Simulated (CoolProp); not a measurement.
Vapour-liquid equilibrium of R134a (1) + R142b (2) at 118 kPa; x and y are mole fractions of (1).

Computed with CoolProp (multi-fluid Helmholtz-energy mixture model, Tillner-Roth 1994 and Lemmon 2006; pair parameters Bell 2016).

```csv
x,bubble temperature (K),y at the bubble point,dew temperature at overall composition x (K),liquid density (mol/L)
0.05,266.1,0.110,267.1,11.87
0.125,263.8,0.248,265.9,11.99
0.2,261.8,0.362,264.6,12.11
0.275,260.1,0.457,263.3,12.23
0.35,258.5,0.539,262.0,12.35
0.425,257.2,0.609,260.7,12.46
0.5,256.0,0.671,259.3,12.58
0.575,254.9,0.727,257.8,12.69
0.65,253.9,0.779,256.4,12.81
0.725,253.1,0.828,254.9,12.93
0.8,252.3,0.874,253.6,13.05
0.875,251.5,0.921,252.3,13.18
0.95,250.9,0.968,251.1,13.30
```

No azeotrope shows between x = 0.05 and 0.95.

The pair parameters rest on a limited set of measurements; away from them the model extrapolates.
